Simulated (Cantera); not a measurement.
Mixture: CO : H2 : CH4 : O2 : N2 = 1 : 1.3 : 0.2 : 0.969 : 3.64 (molar parts), at 1.00 bar, adiabatic and at constant pressure. Ignition delay is the time to a rise of 400 K.

Detailed kinetics in Cantera: GRI-Mech 3.0 (53 species, 325 reactions). Where the delays flatten at high temperature, the 400 K rule measures the pace of heat release, not the induction time.

Question: Predict: delay at 1125 K; delay at 1325 K; delay at 1525 K; delay at 1725 K; delay at 1925 K; apparent activation energy between 1725 and 1925 K.

Answer: 
```
Item                                                    Value
--------------------------------------------------  ---------
delay at 1125 K                                      0.206 ms
delay at 1325 K                                       52.3 µs
delay at 1525 K                                       23.1 µs
delay at 1725 K                                       12.9 µs
delay at 1925 K                                       8.20 µs
apparent activation energy between 1725 and 1925 K  62 kJ/mol
```
